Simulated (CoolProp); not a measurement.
The numbers come from the reference Helmholtz-energy equation of state, Kamei 1995 in CoolProp.

Question: For R22, give the phase and the density (kg/m³), speed of sound (m/s), Joule-Thomson coefficient (K/MPa), expansivity (1/kK) at 226.85 °C and 51.5 bar; 226.85 °C and 125 bar.

Answer: 
- 226.85 °C and 51.5 bar: supercritical; density 122, speed of sound 215, Joule-Thomson coefficient 5.15, expansivity 3.22
- 226.85 °C and 125 bar: supercritical; density 351, speed of sound 213, Joule-Thomson coefficient 3.81, expansivity 5.28
